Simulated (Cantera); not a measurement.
An isothermal, constant-pressure homogeneous reactor starts with H2 : O2 = 0.0074 : 1 (molar parts), equivalence ratio 0.0037, at 1423 K and 0.0132 atm.

Model: GRI-Mech 3.0 (53 species, 325 reactions), integrated in Cantera. Radical loss at walls, strong at low pressure, is not modelled.

x: mole fraction; the columns are a selection and need not sum to one.

```
t (s)        x H2   x O2     x H2O      x OH    x H2O2
--------  -------  -----  --------  --------  --------
1.00e-5   0.00735  0.993  5.73e-12  5.35e-10    <1e-12
4.27e-5   0.00735  0.993  3.08e-10       [?]    <1e-12
0.000182  0.00735  0.993   1.04e-8       [?]  1.14e-11
0.000777  0.00734  0.993   3.81e-7       [?]  1.70e-10
0.00331   0.00688  0.992  0.000327       [?]   1.59e-9
0.0141    2.11e-5  0.986   0.00674   0.00102   6.35e-9
0.0603    1.97e-5  0.986   0.00677  0.000992   6.19e-9
0.257     1.52e-5  0.988   0.00686       [?]   5.59e-9
1.10      6.50e-6  0.990   0.00706       [?]   3.79e-9
4.69      1.09e-6  0.992   0.00725       [?]   1.30e-9
20.0      1.20e-7  0.993   0.00733       [?]  2.43e-10
```

Task: Complete the blanks.

Result: 
- 4.27e-5, x OH: 6.10e-9
- 0.000182, x OH: 4.33e-8
- 0.000777, x OH: 4.60e-7
- 0.00331, x OH: 0.000255
- 0.257, x OH: 0.000871
- 1.10, x OH: 0.000571
- 4.69, x OH: 0.000234
- 20.0, x OH: 7.77e-5
